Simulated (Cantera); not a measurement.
Thermodynamics of silicon carbide growth, feed SiH4 + CH4 + H2

A closed system holds: 1 mol SiH4, 0.014 mol CH4, 28 mol H2, equilibrated at 0.133 bar.

Method: chemical equilibrium by Gibbs-energy minimisation in Cantera with the NASA 1993 tables (ideal gas, pure condensed phases). Candidate condensed phases: C, C6H6, C7H8, C8H18, Si, SiC; 87 gas species. Mutual solubility and eutectic melting of coexisting phases are not modelled. Gases not in the tables: Si2H6 and higher silanes. Equilibrium is a limit: real reactors are often held back by kinetics, nucleation or transport.

From 2173 K to 2223 K the condensed part is Si(l) + SiC(s). From 2273 K to 2423 K the condensed part is Si(l). At 2473 K nothing is condensed. The main Si-bearing gas is Si throughout. The share of Si in condensed phases is highest at 2173 K (90.8 %) and lowest at 2473 K (0.0 %).

| T (K) | x H2 | x H | x Si | x SiH | n Si(l) | n SiC(s) |
|---|---|---|---|---|---|---|
| 2173 | 0.984 | 0.0131 | 0.00212 | 0.000359 | 0.899 | 0.00904 |
| 2223 | 0.978 | 0.0174 | 0.00345 | 0.000527 | 0.847 | 0.00462 |
| 2273 | 0.970 | 0.0227 | 0.00549 | 0.000761 | 0.768 | 0 |
| 2323 | 0.960 | 0.0292 | 0.00855 | 0.00108 | 0.651 | 0 |
| 2373 | 0.947 | 0.0372 | 0.0131 | 0.00150 | 0.481 | 0 |
| 2423 | 0.930 | 0.0468 | 0.0196 | 0.00206 | 0.231 | 0 |
| 2473 | 0.911 | 0.0583 | 0.0259 | 0.00248 | 0 | 0 |
x: gas mole fraction; n: condensed amount in mol.
